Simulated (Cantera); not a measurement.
Input: 1 mol CaO, 2.3 mol HF, 37 mol N₂, at 20.0 mbar.

These are equilibrium values from Cantera (NASA tables, ideal gas, pure condensed phases), not measurements of a reactor. Candidate condensed phases: Ca, CaF₂, CaO, Ca(OH)₂, H₂O; 47 gas species. Mutual solubility and eutectic melting of coexisting phases are not modelled. Kinetics and transport are ignored.

Problem. Which condensed phases are stable at each of these points (T (K)): 1325, 1375, 1425, 1475, 1525, 1575, 1625, 1675, 1725, 1775, 1825?

Solution. 
```csv
T (K),condensed phases,Ca condensed (%)
1325,CaF₂(s),100.0
1375,CaF₂(s),100.0
1425,CaF₂(s) + CaO(s),99.9
1475,CaF₂(s) + CaO(s),99.8
1525,CaF₂(s) + CaO(s),99.3
1575,CaF₂(s) + CaO(s),98.1
1625,CaF₂(s) + CaO(s),95.2
1675,CaF₂(s) + CaO(s),88.6
1725,CaF₂(l) + CaO(s),75.6
1775,CaO(s),64.5
1825,CaO(s),61.3
```

From 1325 K to 1375 K the condensed part is CaF₂(s). From 1425 K to 1675 K the condensed part is CaF₂(s) + CaO(s). At 1725 K the condensed part is CaF₂(l) + CaO(s). From 1775 K to 1825 K the condensed part is CaO(s).
